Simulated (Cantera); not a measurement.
A Cantera script and what it prints.

```python
import numpy as np
import cantera as ct

gas_names = """
    Hg N NO NO2 NO3 N2 N2O O O2 O3
""".split()
cond_names = """
    Hg(cr) Hg(L) HgO(s)
""".split()


# ... load() reads the species with a 1 bar reference pressure and builds the phases ...
atoms = {
    'HgO': {'Hg': 1, 'O': 1},
    'N2': {'N': 2},
}
top_T = {}  # K; cautious upper limits of use, not melting points


# ... equilibrate(T, P, feed) seeds the gas with the atoms and calls Mixture.equilibrate('TP', solver="vcs", rtol=1e-11, max_steps=5000) ...
results = []
T = 1325  # K
P = 1333.22  # Pa
for m in [7.4, 9.3, 12, 15, 19, 23, 30, 37, 47]:
    feed = {'HgO': 1, 'N2': m}  # mol
    mix = equilibrate(T, P, feed)
    results.append((T, P, feed, dict(zip(mix.species_names, mix.species_moles))))

top = {s: max(r[3][s] / sum(r[3][g] for g in gas_names) for r in results) for s in gas_names}
cols = sorted((s for s in top if top[s] > 0.0001), key=lambda s: -top[s])[:5]
seen = [c for c in cond_names if any(r[3].get(c, 0) > 1e-12 for r in results)]
print("log10 of partial pressures in bar; condensed amounts in mol")
print(f"{'n(N2)':>10s}" + "".join(f"{s[:9]:>10s}" for s in cols + seen))
for T, P, feed, n in results:
    ng = sum(n[g] for g in gas_names)
    print(f"{feed['N2']:10.4g}" + "".join(f"{np.log10(max(n[s] / ng * P / 1e5, 1e-99)):10.3f}" for s in cols)
          + "".join(f"{n.get(c, 0):10.4g}" for c in seen))
```

Output:

```
log10 of partial pressures in bar; condensed amounts in mol
     n(N2)        N2        Hg        O2        NO
       7.4    -1.955    -2.824    -3.126    -5.483
       9.3    -1.940    -2.909    -3.211    -5.518
        12    -1.926    -3.005    -3.308    -5.559
        15    -1.917    -3.093    -3.395    -5.598
        19    -1.908    -3.187    -3.489    -5.641
        23    -1.903    -3.264    -3.567    -5.677
        30    -1.896    -3.373    -3.676    -5.729
        37    -1.892    -3.461    -3.764    -5.771
        47    -1.889    -3.561    -3.864    -5.819
```

Equilibrium computed with Cantera from the NASA thermochemical tables; the gas is ideal and each condensed phase is pure.
